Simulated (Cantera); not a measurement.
Source: NASA polynomial tables (part measured, part estimated), evaluated in Cantera. Values are per mole of reaction as written; species without (g) are pure solids or liquids, kept so even where they would boil at 1 bar.

2 Ti2O3 + O(g) → Ti4O7

```csv
T (K),ΔH° (kJ),ΔS° (J/K),ΔG° (kJ),log10 K,condensed phases
1200,-632.2,-148.9,-453.5,19.74,"Ti2O3(s), Ti4O7(s)"
1400,-635.3,-151.4,-423.5,15.80,"Ti2O3(s), Ti4O7(s)"
1600,-638.2,-153.2,-393.0,12.83,"Ti2O3(s), Ti4O7(s)"
1800,-640.6,-154.7,-362.2,10.51,"Ti2O3(s), Ti4O7(s)"
2000,…,…,…,…,"Ti2O3(s), Ti4O7(l)"
2200,-616.1,-134.0,-321.2,7.63,"Ti2O3(l), Ti4O7(l)"
2400,-609.4,-131.1,-294.7,6.41,"Ti2O3(l), Ti4O7(l)"
2600,…,…,…,…,"Ti2O3(l), Ti4O7(l)"
```

### Question
What belongs in the gaps?

### Answer

- 2000, ΔH° (kJ): -414.3
- 2000, ΔS° (J/K): -38.7
- 2000, ΔG° (kJ): -337.0
- 2000, log10 K: 8.80
- 2600, ΔH° (kJ): -602.6
- 2600, ΔS° (J/K): -128.4
- 2600, ΔG° (kJ): -268.7
- 2600, log10 K: 5.40
